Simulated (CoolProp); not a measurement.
Model: reference Helmholtz-energy equation of state, Rui 2013, in CoolProp.

Q: For R236EA, give the phase and the cp (kJ/(kg K)), expansivity (1/kK), conductivity (mW/(m K)), fugacity coefficient at 412 K and 0.667 MPa.

A: 
- 412 K and 0.667 MPa: gas; cp 1.05, expansivity 3.16, conductivity 23.2, fugacity coefficient 0.933

Thermal conductivity comes from a separate model (Huber 2003), an estimate that may be off by 10 % or more.
